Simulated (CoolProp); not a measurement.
Tetrahydrofuran at 457.39 K and 0.115 MPa is throttled through a valve to 0.0752 MPa with no heat exchange. Each further row changes one setting.

Computed with CoolProp (reference Helmholtz-energy equation of state, Fiedler 2023).

| case | temperature change (K) | final density (kg/m³) |
|---|---|---|
| as stated | … | 1.44 |
| outlet pressure 0.0226 MPa | -1.0 | … |
| outlet pressure 0.0978 MPa | -0.2 | … |

Question: Some entries are withheld; supply them.

Answer: 
- as stated, temperature change (K): -0.4
- outlet pressure 0.0226 MPa, final density (kg/m³): 0.430
- outlet pressure 0.0978 MPa, final density (kg/m³): 1.88
